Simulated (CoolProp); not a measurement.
Vapour-liquid equilibrium of ethane (1) + propane (2) at 0.645 MPa; x and y are mole fractions of (1).

Model: multi-fluid Helmholtz-energy mixture model, Bücker 2006 and Lemmon 2009; pair parameters Kunz 2012, in CoolProp.

```
x     bubble temperature, mixture model (K)  bubble temperature, Raoult's law (K)  y, mixture model  y, Raoult's law
----  -------------------------------------  ------------------------------------  ----------------  ---------------
0.05                                  278.5                                 277.4             0.161            0.205
0.15                                  269.5                                 267.3             0.406            0.480
0.25                                  261.9                                 259.2             0.577            0.649
0.35                                  255.3                                 252.6             0.700            0.759
0.45                                  249.5                                 247.1             0.789            0.834
0.55                                  244.4                                 242.4             0.855            0.886
0.65                                  239.9                                 238.3             0.905            0.925
0.75                                  235.9                                 234.8             0.942            0.954
0.85                                  232.3                                 231.7             0.970            0.976
0.95                                  229.1                                 228.9             0.991            0.993
```

The largest gap from Raoult's law is +2.7 K in bubble temperature, at x = 0.35. No azeotrope shows between x = 0.05 and 0.95.

The pair parameters rest on a limited set of measurements; away from them the model extrapolates.
